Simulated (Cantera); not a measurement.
Input: 1 mol NF3, 0.23 mol O2, 0.2 mol H2, 0.61 mol SO2, at 750 Torr.

Cantera equilibrium calculation (NASA polynomials, part measured and part estimated; ideal gas, pure solids and liquids). Candidate condensed phases: H2O, H2SO4, S; 62 gas species. The tables' values for SOF2 are old estimates; treat these amounts as uncertain. Kinetics and transport are ignored. All values below are at 2652 °C.

Base state: F 0.583, SO2 0.112, N2 0.109, HF 0.0902, O2 0.0521, SO 0.0225, O 0.0199, NO 0.00805 (mole fractions); condensed: gas only.

Q: What changes in the equilibrium state with this change: NF3 replaced by H2S?

A: 
```csv
species,before,after
H2,1.08e-8,0.214
SO,0.0225,0.191
H2O,7.12e-8,0.185
F,0.583,0
N2,0.109,0
HF,0.0902,0
SH,1.43e-7,0.0412
H,1.29e-5,0.0576
S2,2.28e-5,0.0952
OH,2.67e-5,0.0156
S,0.000964,0.0623
O2,0.0521,0.000900
O,0.0199,0.00261
SO2,0.112,0.125
NO,0.00805,0
H2S,<1e-9,0.00698
SF,0.00120,0
SF2,0.000624,0
SOF2,0.000349,0
```
